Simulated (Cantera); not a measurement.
Input (Python, Cantera) and output of one run.

```python
import numpy as np
import cantera as ct

gas_names = [...]  # 109 gases of nasa_gas.yaml made of C, Cl, H, Si
cond_names = """
    C(gr) C6H6(L) C7H8(L) C8H18(L),n-octa Si(cr) Si(L) SiC(b)
""".split()


# ... load() reads the species with a 1 bar reference pressure and builds the phases ...
atoms = {
    '(CH3)2SiCl2': {'C': 2, 'H': 6, 'Si': 1, 'CL': 2},
    'C3H8': {'C': 3, 'H': 8},
    'H2': {'H': 2},
    'C2H4': {'C': 2, 'H': 4},
}
top_T = {'C(gr)': 4500, 'SiC(b)': 3050}  # K; cautious upper limits of use, not melting points


# ... equilibrate(T, P, feed) seeds the gas with the atoms and calls Mixture.equilibrate('TP', solver="vcs", rtol=1e-11, max_steps=5000) ...
results = []
T = 2300  # K
P = 2500  # Pa
for m in [16, 26, 44, 74, 120, 210, 350, 590, 990, 1700]:
    feed = {'(CH3)2SiCl2': 1, 'C3H8': 0.55, 'H2': m, 'C2H4': 1.2}  # mol
    mix = equilibrate(T, P, feed)
    results.append((T, P, feed, dict(zip(mix.species_names, mix.species_moles))))

top = {s: max(r[3][s] / sum(r[3][g] for g in gas_names) for r in results) for s in gas_names}
cols = sorted((s for s in top if top[s] > 0.001), key=lambda s: -top[s])[:7]
seen = [c for c in cond_names if any(r[3].get(c, 0) > 1e-12 for r in results)]
print("log10 of partial pressures in bar; condensed amounts in mol")
print(f"{'n(H2)':>10s}" + "".join(f"{s[:9]:>10s}" for s in cols + seen))
for T, P, feed, n in results:
    ng = sum(n[g] for g in gas_names)
    print(f"{feed['H2']:10.4g}" + "".join(f"{np.log10(max(n[s] / ng * P / 1e5, 1e-99)):10.3f}" for s in cols)
          + "".join(f"{n.get(c, 0):10.4g}" for c in seen))
```

Output:

```
log10 of partial pressures in bar; condensed amounts in mol
     n(H2)        H2       HCL         H        Si C2H2,acet        CL     SiCL2     C(gr)    SiC(b)
        16    -1.670    -2.749    -2.849    -3.874    -4.034    -4.071    -4.427      5.05    0.7602
        26    -1.659    -2.891    -2.844    -3.874    -4.023    -4.219    -4.723     5.012     0.695
        44    -1.650    -3.069    -2.839    -3.874    -4.015    -4.401    -5.087     4.953     0.567
        74    -1.644    -3.262    -2.836    -3.874    -4.009    -4.597    -5.479     4.863    0.3445
       120    -1.640    -3.452    -2.834    -3.874    -4.005    -4.789    -5.864      4.73         0
       210    -1.636    -3.678    -2.832    -4.079    -4.001    -5.017    -6.525     3.981         0
       350    -1.634    -3.891    -2.831    -4.278    -3.998    -5.231    -7.152     2.809         0
       590    -1.633    -4.112    -2.831    -4.490    -3.997    -5.453    -7.808     0.794         0
       990    -1.631    -4.334    -2.830    -4.690    -4.150    -5.675    -8.452         0         0
      1700    -1.630    -4.567    -2.829    -4.904    -4.378    -5.908    -9.132         0         0
```

Equilibrium computed with Cantera from the NASA thermochemical tables; the gas is ideal and each condensed phase is pure. The feed counts by its element totals alone. The tables' values for SiCl are old estimates; treat these amounts as uncertain. Gases not in the tables: Si2H6 and higher silanes.
